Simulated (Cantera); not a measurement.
Input: 1 mol Cr, 0.13 mol N₂O, 18 mol H₂, at 85.0 mbar.

Cantera equilibrium calculation (NASA polynomials, part measured and part estimated; ideal gas, pure solids and liquids). Candidate condensed phases: Cr, CrN, Cr₂N, Cr₂O₃, H₂O; 29 gas species. Equilibrium is a limit: real reactors are often held back by kinetics, nucleation or transport. All values below are at 2300 K.

Base state: H₂ 0.904, Cr 0.0511, H 0.0316, N₂ 0.00669, H₂O 0.00633, CrO 0.000323, OH 3.56e-5 (mole fractions); condensed: gas only.

What changes in the equilibrium state with this change: N₂O from 0.13 to 17 mol?


| species | before | after |
|---|---|---|
| N₂ | 0.00669 | 0.478 |
| H₂O | 0.00633 | 0.423 |
| H₂ | 0.904 | 0.0751 |
| Cr | 0.0511 | 0.000145 |
| H | 0.0316 | 0.00910 |
| CrO₂ | 7.48e-7 | 0.00138 |
| O₂ | 2.48e-9 | 0.00161 |
| NO | 1.57e-7 | 0.00107 |
| Cr₂O₃(s), mol | 0 | 0.460 |
Gases not in the tables: CrO₂(OH)₂.
